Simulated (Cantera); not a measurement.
## NO annealing gas

An isothermal, constant-pressure homogeneous reactor starts with NO : N2 = 1 : 1.7 (molar parts), at 1825 K and 0.450 bar.

Detailed kinetics in Cantera: GRI-Mech 3.0 (53 species, 325 reactions).

| t (s) | x NO | x O2 | x N2 | x N2O | x NO2 |
|---|---|---|---|---|---|
| 2.00e-5 | 0.370 | 3.39e-10 | 0.630 | 3.55e-7 | 2.92e-8 |
| 6.65e-5 | 0.370 | 3.38e-9 | 0.630 | 1.17e-6 | 2.79e-7 |
| 0.000221 | 0.370 | 3.07e-8 | 0.630 | 3.81e-6 | 2.07e-6 |
| 0.000737 | 0.370 | 3.10e-7 | 0.630 | 1.18e-5 | 1.04e-5 |
| 0.00245 | 0.370 | 5.33e-6 | 0.630 | 3.07e-5 | 3.93e-5 |
| 0.00816 | 0.370 | 7.96e-5 | 0.630 | 5.28e-5 | 7.95e-5 |
| 0.0271 | 0.369 | 0.000440 | 0.630 | 5.69e-5 | 8.69e-5 |
| 0.0903 | 0.367 | 0.00165 | 0.631 | 5.60e-5 | 9.63e-5 |
| 0.301 | 0.359 | 0.00565 | 0.635 | 5.33e-5 | 0.000121 |
| 1.00 | 0.333 | 0.0183 | 0.648 | 4.55e-5 | 0.000170 |
x: mole fraction; the columns are a selection and need not sum to one.

Equilibrium at this temperature and pressure: NO 0.00430, O2 0.183, N2 0.813, N2O 1.68e-7, NO2 6.41e-6 (gas phase only).
